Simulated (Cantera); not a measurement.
Transport properties of process gases

Gas mixture: C2H6 : CH4 = 0.35 : 0.76 (molar parts), at 1330 Pa, frozen composition.

Cantera's kinetic-theory transport with the Lennard-Jones parameters of GRI-Mech 3.0, ideal gas; thermal conductivity in the multicomponent form. The composition is frozen, though it would react at the higher temperatures.

```json
[
 {"T (K)": "400", "ρ (kg/m³)": "0.00820", "cp (J/kg/K)": "2360", "μ (µPa s)": "13.6", "λ (mW/m/K)": "44.8", "Pr": "0.719", "D (cm²/s) H2": "84.3", "D (cm²/s) CH4": "20.5", "D (cm²/s) CO2": "18.9"},
 {"T (K)": "600", "ρ (kg/m³)": "0.00547", "cp (J/kg/K)": "3141", "μ (µPa s)": "18.8", "λ (mW/m/K)": "81.0", "Pr": "0.728", "D (cm²/s) H2": "168", "D (cm²/s) CH4": "42.4", "D (cm²/s) CO2": "39.4"},
 {"T (K)": "800", "ρ (kg/m³)": "0.00410", "cp (J/kg/K)": "3805", "μ (µPa s)": "23.2", "λ (mW/m/K)": "121", "Pr": "0.730", "D (cm²/s) H2": "271", "D (cm²/s) CH4": "69.9", "D (cm²/s) CO2": "65.2"},
 {"T (K)": "1000", "ρ (kg/m³)": "0.00328", "cp (J/kg/K)": "4353", "μ (µPa s)": "27.1", "λ (mW/m/K)": "161", "Pr": "0.731", "D (cm²/s) H2": "393", "D (cm²/s) CH4": "102", "D (cm²/s) CO2": "95.9"},
 {"T (K)": "1200", "ρ (kg/m³)": "0.00273", "cp (J/kg/K)": "4784", "μ (µPa s)": "30.7", "λ (mW/m/K)": "201", "Pr": "0.730", "D (cm²/s) H2": "532", "D (cm²/s) CH4": "139", "D (cm²/s) CO2": "131"},
 {"T (K)": "1400", "ρ (kg/m³)": "0.00234", "cp (J/kg/K)": "5129", "μ (µPa s)": "34.0", "λ (mW/m/K)": "239", "Pr": "0.729", "D (cm²/s) H2": "688", "D (cm²/s) CH4": "181", "D (cm²/s) CO2": "170"},
 {"T (K)": "1600", "ρ (kg/m³)": "0.00205", "cp (J/kg/K)": "5402", "μ (µPa s)": "37.2", "λ (mW/m/K)": "276", "Pr": "0.728", "D (cm²/s) H2": "858", "D (cm²/s) CH4": "226", "D (cm²/s) CO2": "212"},
 {"T (K)": "1800", "ρ (kg/m³)": "0.00182", "cp (J/kg/K)": "5620", "μ (µPa s)": "40.1", "λ (mW/m/K)": "310", "Pr": "0.727", "D (cm²/s) H2": "1040", "D (cm²/s) CH4": "275", "D (cm²/s) CO2": "259"},
 {"T (K)": "2000", "ρ (kg/m³)": "0.00164", "cp (J/kg/K)": "5796", "μ (µPa s)": "43.0", "λ (mW/m/K)": "343", "Pr": "0.726", "D (cm²/s) H2": "1240", "D (cm²/s) CH4": "328", "D (cm²/s) CO2": "309"}
]
```
D: mixture-averaged diffusion coefficient of that species in the mixture.
